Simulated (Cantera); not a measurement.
Feed: 1 mol NiS, 7.5 mol H₂, equilibrated at 1 atm.

Cantera equilibrium calculation (NASA polynomials, part measured and part estimated; ideal gas, pure solids and liquids). Candidate condensed phases: Ni, NiS, NiS₂, Ni₃S₂, Ni₃S₄, S; 9 gas species. The numbers say what is thermodynamically allowed, not how fast it happens. All values below are at 1225 K.

Base state: H₂ 0.956, H₂S 0.0444, SH 1.04e-5 (mole fractions); condensed: Ni₃S₂(l).

Question: What changes in the equilibrium state with this change: H₂ from 7.5 to 0.53 mol?

Answer: 
| species | before | after |
|---|---|---|
| H₂S | 0.0444 | 0.610 |
| H₂ | 0.956 | 0.383 |
| S₂ | 6.21e-6 | 0.00727 |
| SH | 1.04e-5 | 0.000224 |
| Ni₃S₂(l), mol | 0.333 | 0.333 |
Gases not in the tables: S₃ to S₇.

Question: What changes in the equilibrium state with this change: NiS replaced by PbS?

Answer: 
```json
[
 {"species": "H₂", "before": "0.956", "after": "0.911"},
 {"species": "H₂S", "before": "0.0444", "after": "0.0778"},
 {"species": "PbS", "before": "0", "after": "0.0104"},
 {"species": "Pb", "before": "0", "after": "0.000922"},
 {"species": "S₂", "before": "6.21e-6", "after": "2.09e-5"},
 {"species": "SH", "before": "1.04e-5", "after": "1.86e-5"},
 {"species": "Ni₃S₂(l), mol", "before": "0.333", "after": "0"},
 {"species": "Pb(l), mol", "before": "0", "after": "0.583"},
 {"species": "PbS(s), mol", "before": "0", "after": "0.331"}
]
```
Mutual solubility and eutectic melting of coexisting phases are not modelled. Further candidate phases: Pb, PbS.
